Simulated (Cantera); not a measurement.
Input: 1 mol AlN, 1.3 mol H2O, 29 mol H2, equilibrated at 877 °C and 0.000280 bar.

Cantera equilibrium calculation (NASA polynomials, part measured and part estimated; ideal gas, pure solids and liquids). Candidate condensed phases: Al, AlN, Al2O3, H2O; 35 gas species. Mutual solubility and eutectic melting of coexisting phases are not modelled. Kinetics and transport are ignored.

Base state: H2 0.986, N2 0.0141 (mole fractions); condensed: AlN(s) + Al2O3(s).

### Question
What changes in the equilibrium state with this change: temperature from 877 °C to 1425 °C?

### Answer
```json
[
 {"species": "H2", "before": "0.986", "after": "0.971"},
 {"species": "N2", "before": "0.0141", "after": "0.0161"},
 {"species": "H", "before": "4.43e-6", "after": "0.00853"},
 {"species": "Al", "before": "<1e-9", "after": "0.00334"},
 {"species": "Al2O", "before": "<1e-9", "after": "0.000691"},
 {"species": "AlH", "before": "<1e-9", "after": "3.36e-5"},
 {"species": "AlN(s), mol", "before": "0.133", "after": "0"},
 {"species": "Al2O3(s), mol", "before": "0.433", "after": "0.426"}
]
```
